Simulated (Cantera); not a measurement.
Ignition delay

Mixture: CH₃OH : O₂ : N₂ = 0.38 : 1.36 : 5.13 (molar parts), at 3.16 atm, adiabatic and at constant volume. Ignition delay is the time to a rise of 400 K.

Detailed kinetics in Cantera: GRI-Mech 3.0 (53 species, 325 reactions). GRI-Mech 3.0 was tuned for natural gas; its chemistry of methanol as a main component is partial and can be far from experiment.

```json
[
 {"T0 (K)": "1275", "delay (ms)": "1.31"},
 {"T0 (K)": "1375", "delay (ms)": "0.355"},
 {"T0 (K)": "1475", "delay (ms)": "0.122"},
 {"T0 (K)": "1575", "delay (ms)": "0.0509"},
 {"T0 (K)": "1675", "delay (ms)": "0.0242"},
 {"T0 (K)": "1775", "delay (ms)": "0.0127"},
 {"T0 (K)": "1875", "delay (ms)": "0.00720"},
 {"T0 (K)": "1975", "delay (ms)": "0.00438"}
]
```

```yaml
apparent activation energy between 1775 and 1975 K: 160 kJ/mol
```
